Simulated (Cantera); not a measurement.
Boron, boron nitride and boron oxide: BCl₃ + NH₃

Input: 1 mol BCl₃, a varied amount of NH₃, equilibrated at 1075 °C and 46.0 mbar.

These are equilibrium values from Cantera (NASA tables, ideal gas, pure condensed phases), not measurements of a reactor. Candidate condensed phases: B, BN, NH₄Cl; 21 gas species. The tables' values for BCl₂ are old estimates; treat these amounts as uncertain. Gases not in the tables: BHCl₂. Equilibrium is a limit: real reactors are often held back by kinetics, nucleation or transport.

From 0.14 mol NH₃ to 0.61 mol NH₃ the condensed part is BN(s). The main B-bearing gas is BCl₃ throughout. The share of B in condensed phases is highest at 0.61 mol NH₃ (58.2 %) and lowest at 0.14 mol NH₃ (13.8 %).

| n(NH₃) (mol) | x HCl | x BCl₃ | x H₂ | x N₂ | x BCl₂ | x Cl | x H | x BCl | n BN(s) |
|---|---|---|---|---|---|---|---|---|---|
| 0.14 | 0.323 | 0.673 | 0.00260 | 0.000874 | 0.000103 | 5.71e-5 | 5.51e-7 | 1.04e-6 | 0.138 |
| 0.15 | 0.340 | 0.656 | 0.00285 | 0.000958 | 9.98e-5 | 5.74e-5 | 5.77e-7 | 1.00e-6 | 0.148 |
| 0.17 | 0.374 | 0.622 | 0.00337 | 0.00113 | 9.37e-5 | 5.80e-5 | 6.28e-7 | 9.31e-7 | 0.167 |
| 0.2 | 0.420 | 0.574 | 0.00418 | 0.00140 | 8.58e-5 | 5.85e-5 | 6.99e-7 | 8.45e-7 | 0.196 |
| 0.22 | 0.449 | 0.545 | 0.00474 | 0.00158 | 8.11e-5 | 5.87e-5 | 7.45e-7 | 7.96e-7 | 0.215 |
| 0.25 | 0.489 | 0.504 | 0.00561 | 0.00187 | 7.49e-5 | 5.88e-5 | 8.09e-7 | 7.34e-7 | 0.244 |
| 0.29 | 0.537 | 0.454 | 0.00680 | 0.00227 | 6.77e-5 | 5.87e-5 | 8.92e-7 | 6.65e-7 | 0.283 |
| 0.33 | 0.580 | 0.409 | 0.00805 | 0.00268 | 6.14e-5 | 5.83e-5 | 9.70e-7 | 6.07e-7 | 0.321 |
| 0.37 | 0.619 | 0.368 | 0.00935 | 0.00312 | 5.58e-5 | 5.77e-5 | 1.05e-6 | 5.58e-7 | 0.359 |
| 0.42 | 0.663 | 0.323 | 0.0111 | 0.00369 | 4.97e-5 | 5.68e-5 | 1.14e-6 | 5.05e-7 | 0.406 |
| 0.48 | 0.708 | 0.274 | 0.0133 | 0.00442 | 4.33e-5 | 5.54e-5 | 1.24e-6 | 4.50e-7 | 0.463 |
| 0.54 | 0.748 | 0.232 | 0.0156 | 0.00521 | 3.76e-5 | 5.39e-5 | 1.35e-6 | 4.03e-7 | 0.518 |
| 0.61 | 0.787 | 0.188 | 0.0187 | 0.00624 | 3.18e-5 | 5.18e-5 | 1.48e-6 | 3.54e-7 | 0.582 |
x: gas mole fraction; n: condensed amount in mol.
